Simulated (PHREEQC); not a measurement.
Metal-bearing waste water (model solution)

Consider water at 25 °C with 0.002 mol/kgw NiSO4 and 0.00023 mol/kgw NaF. Closed to the air; pH follows from the charge balance.

All values are PHREEQC results (ion-association model, wateq4f.dat), not measurements.

Each row changes one thing in this solution. This is a speciation only: nothing precipitates in the calculation.

| case | pH | ionic strength (mol/kgw) | SO4-2 (mol/kgw) | Ni+2 (mol/kgw) | NiSO4 (mol/kgw) | NiF+ (mol/kgw) | SI of Morenosite (NiSO4:7H2O) |
|---|---|---|---|---|---|---|---|
| as made | 6.45 | 0.00708 | 0.00172 | 0.00171 | 0.000283 | 5.37e-6 | -3.48 |
| temperature from 25 to 35 °C | 6.32 | 0.00702 | 0.00170 | 0.00169 | 0.000299 | 5.29e-6 | -3.56 |
| diluted 100-fold with water | 6.95 | 8.21e-5 | 1.99e-5 | 1.99e-5 | 7.11e-8 | 8.75e-10 | -7.08 |
| 0.0011 mol/kgw NaCl added | 6.45 | 0.00821 | 0.00172 | 0.00172 | 0.000272 | 5.26e-6 | -3.50 |
| NaF from 0.00023 to 0.000115 mol/kgw | 6.42 | 0.00697 | 0.00171 | 0.00171 | 0.000284 | 2.69e-6 | -3.48 |
| NiSO4 from 0.002 to 0.003 mol/kgw | 6.39 | 0.0101 | 0.00248 | 0.00247 | 0.000523 | 7.23e-6 | -3.21 |
| temperature from 25 to 10 °C | 6.67 | 0.00719 | 0.00174 | 0.00174 | 0.000258 | 5.48e-6 | -3.35 |

Species that the database lacks are ignored. In wateq4f.dat the enthalpy of Ni(OH)2 has the wrong sign, so its saturation index can't be trusted away from 25 °C. At this temperature some constants are extrapolated from 25 °C, and those without enthalpy data are left unchanged.
